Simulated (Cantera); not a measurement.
Cantera run:

```python
import numpy as np
import cantera as ct

gas_names = """
    H HO2 H2 H2O H2O2 O OH O2 O3 Si SiH SiH2 SiH3 SiH4 SiO SiO2 Si2 Si3
""".split()
cond_names = """
    H2O(s) H2O(L) Si(cr) Si(L) SiO2(Lqz) SiO2(hqz) SiO2(L)
""".split()


# ... load() reads the species with a 1 bar reference pressure and builds the phases ...
atoms = {
    'Si': {'Si': 1},
    'H2O': {'H': 2, 'O': 1},
    'H2': {'H': 2},
}
top_T = {}  # K; cautious upper limits of use, not melting points


# ... equilibrate(T, P, feed) seeds the gas with the atoms and calls Mixture.equilibrate('TP', solver="vcs", rtol=1e-11, max_steps=5000) ...
results = []
feed = {'Si': 1, 'H2O': 0.017, 'H2': 170}  # mol
P = 1000  # Pa
for T in [1475, 1550, 1625, 1700, 1775, 1850, 1925, 2000, 2075]:
    mix = equilibrate(T, P, feed)
    results.append((T, P, feed, dict(zip(mix.species_names, mix.species_moles))))

top = {s: max(r[3][s] / sum(r[3][g] for g in gas_names) for r in results) for s in gas_names}
cols = sorted((s for s in top if top[s] > 0.0001), key=lambda s: -top[s])[:8]
seen = [c for c in cond_names if any(r[3].get(c, 0) > 1e-12 for r in results)]
print("log10 of partial pressures in bar; condensed amounts in mol")
print(f"{'T/K':>10s}" + "".join(f"{s[:9]:>10s}" for s in cols + seen))
for T, P, feed, n in results:
    ng = sum(n[g] for g in gas_names)
    print(f"{T:10.4g}" + "".join(f"{np.log10(max(n[s] / ng * P / 1e5, 1e-99)):10.3f}" for s in cols)
          + "".join(f"{n.get(c, 0):10.4g}" for c in seen))
```

Result:

```
log10 of partial pressures in bar; condensed amounts in mol
       T/K        H2         H        Si       SiH      SiH2    Si(cr)     Si(L)
      1475    -2.000    -5.887    -8.240    -8.688    -7.967    0.9827         0
      1550    -2.000    -5.502    -7.479    -8.059    -7.554    0.9818         0
      1625    -2.000    -5.152    -6.788    -7.489    -7.180    0.9785         0
      1700    -2.001    -4.832    -6.168    -6.979    -6.849         0    0.9671
      1775    -2.001    -4.539    -5.659    -6.570    -6.603         0    0.9362
      1850    -2.003    -4.270    -5.191    -6.196    -6.378         0    0.8529
      1925    -2.005    -4.022    -4.759    -5.851    -6.172         0    0.6427
      2000    -2.009    -3.793    -4.361    -5.534    -5.983         0    0.1444
      2075    -2.014    -3.582    -4.282    -5.531    -6.100         0         0
```

Equilibrium computed with Cantera from the NASA thermochemical tables; the gas is ideal and each condensed phase is pure. Gases not in the tables: Si2H6 and higher silanes.
